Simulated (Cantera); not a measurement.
Input (Python, Cantera):

```python
import numpy as np
import cantera as ct

gas = ct.Solution("gri30.yaml")
gas.TP = 300, 101325
flame = ct.CounterflowDiffusionFlame(gas, width=0.02)
flame.fuel_inlet.X, flame.fuel_inlet.T = {'CH4': 1}, 525
flame.oxidizer_inlet.X, flame.oxidizer_inlet.T = {'O2': 0.22, 'N2': 0.78}, 650
flame.set_refine_criteria(ratio=3, slope=0.12, curve=0.24, prune=0.03)
show = ['OH', 'H', 'NO', 'CO', 'C2H2']

rows = []
print(f"{'mdot':>8s}{'a_max':>10s}{'a_mean':>10s}{'Tmax/K':>9s}" + "".join(f"{s:>11s}" for s in show) + "   (peak mole fractions)")
for i, mdot in enumerate([0.25, 0.4, 0.63, 0.99, 1.5, 2.4, 3.8, 6]):  # kg/m2/s on the oxidiser side
    flame.oxidizer_inlet.mdot, flame.fuel_inlet.mdot = mdot, 0.67 * mdot
    flame.solve(loglevel=0, auto=(i == 0))
    if flame.T.max() < max(525, 650) + 100:
        print(f"{mdot:8.3g}  no burning solution found from the previous one")
        break
    dT = np.abs(np.gradient(flame.T, flame.grid))
    rows.append([flame.strain_rate("max"), flame.strain_rate("mean"), flame.T.max(),
                 *(flame.X[gas.species_index(s)].max() for s in show), max(dT[0], dT[-1]) / dT.max()])
    print(f"{mdot:8.3g}{rows[-1][0]:10.1f}{rows[-1][1]:10.1f}{rows[-1][2]:9.1f}" + "".join(f"{x:11.3e}" for x in rows[-1][3:-1]))
```

Output:

```
    mdot     a_max    a_mean   Tmax/K         OH          H         NO         CO       C2H2   (peak mole fractions)
    0.25     204.5      45.6   2234.6  1.066e-02  5.288e-03  3.967e-04  6.811e-02  1.823e-02
     0.4     310.6      72.9   2214.4  1.066e-02  5.652e-03  3.564e-04  6.627e-02  1.700e-02
    0.63     467.9     114.8   2197.2  1.061e-02  6.000e-03  3.170e-04  6.490e-02  1.590e-02
    0.99     706.2     180.4   2178.3  1.046e-02  6.310e-03  2.721e-04  6.376e-02  1.470e-02
     1.5    1032.8     273.4   2156.5  1.016e-02  6.505e-03  2.241e-04  6.286e-02  1.342e-02
     2.4    1593.1     437.4   2124.8  9.579e-03  6.573e-03  1.645e-04  6.215e-02  1.168e-02
     3.8    2443.6     692.6   2085.0  8.742e-03  6.390e-03  1.065e-04  6.202e-02  9.559e-03
       6    3738.3    1093.6   2021.9  7.294e-03  5.623e-03  5.115e-05  6.208e-02  6.557e-03
```

Computed with Cantera and GRI-Mech 3.0 (53 species, 325 reactions). GRI-Mech 3.0 has no aromatics or soot, which form on the fuel side of real flames. The maximum strain rate includes the flame's own expansion and is several times the mean.
